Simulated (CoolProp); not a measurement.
Saturation properties of R1123 (Tc = 331.7 K, pc = 4.549 MPa, ω = 0.243).

Computed with CoolProp (reference Helmholtz-energy equation of state, Akasaka 2020).

```tsv
T (K)	p (MPa)	liquid density (kg/m³)	liquid cp (kJ/(kg K))
264.7	0.8401	1159	1.440
269.5	0.9734	1139	1.466
274.3	1.122	1118	1.496
279.1	1.287	1096	1.530
283.9	1.469	1074	1.571
288.6	1.665	1050	1.618
293.4	1.884	1025	1.676
298.2	2.125	997.4	1.748
303	2.388	968.0	1.840
```

It boils at 211.9 K under 1 atm.
